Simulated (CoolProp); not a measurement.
Vapour pressure (MPa) of R11: the reference equation beside estimates from Tc = 471.1 K, pc = 4.408 MPa, ω = 0.189. Clausius-Clapeyron is anchored at 342.8 K with a constant enthalpy of vaporisation of 22.34 kJ/mol.

Values from CoolProp's reference Helmholtz-energy equation of state, Jacobsen 1992.

| T (K) | reference | Lee-Kesler | Clausius-Clapeyron | van der Waals | Redlich-Kwong | Soave-Redlich-Kwong | Peng-Robinson |
|---|---|---|---|---|---|---|---|
| 342.8 | 0.4045 | 0.4054 | 0.4045 | 1.073 | 0.5300 | 0.4055 | 0.4028 |
| 346.7 | 0.4466 | 0.4477 | 0.4418 | 1.135 | 0.5799 | 0.4479 | 0.4446 |
| 350.7 | 0.4930 | 0.4944 | 0.4826 | … | … | 0.4949 | 0.4909 |
| 354.6 | 0.5417 | 0.5434 | 0.5251 | 1.267 | 0.6910 | 0.5442 | 0.5393 |
| 358.6 | 0.5953 | 0.5972 | 0.5714 | 1.337 | … | 0.5984 | 0.5927 |
| 362.5 | 0.6513 | 0.6533 | 0.6193 | 1.408 | … | 0.6551 | 0.6485 |
| 366.4 | 0.7110 | 0.7133 | 0.6702 | … | 0.8838 | 0.7157 | 0.7081 |
| 370.4 | 0.7764 | 0.7788 | 0.7254 | … | 0.9568 | 0.7821 | 0.7734 |

Some entries are withheld; supply them.


- 350.7, van der Waals: 1.201
- 350.7, Redlich-Kwong: 0.6344
- 358.6, Redlich-Kwong: 0.7527
- 362.5, Redlich-Kwong: 0.8164
- 366.4, van der Waals: 1.481
- 370.4, van der Waals: 1.559

Absolute difference from the reference over all 8 rows, mean and median: Lee-Kesler 0.3 and 0.3 %, Clausius-Clapeyron 3.4 and 3.5 %, van der Waals 130.8 and 129.2 %, Redlich-Kwong 27.1 and 27.0 %, Soave-Redlich-Kwong 0.5 and 0.5 %, Peng-Robinson 0.4 and 0.4 %.
